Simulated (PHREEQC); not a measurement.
Buffer

Solution (25 °C): 0.099 mol NaH2PO4 and 0.0022 mol Na2HPO4 per kg of water. Closed to the air; pH follows from the charge balance.

Equilibrium calculation in PHREEQC: ion-association model, phreeqc.dat.

Precipitation was switched off in this run.

Q: What pH, ionic strength does the model give?

A: pH 5.21; ionic strength 0.105 mol/kgw.

Q: In which forms is P present?

A: H2PO4- 98 %, HPO4-2 2.1 % of the P.
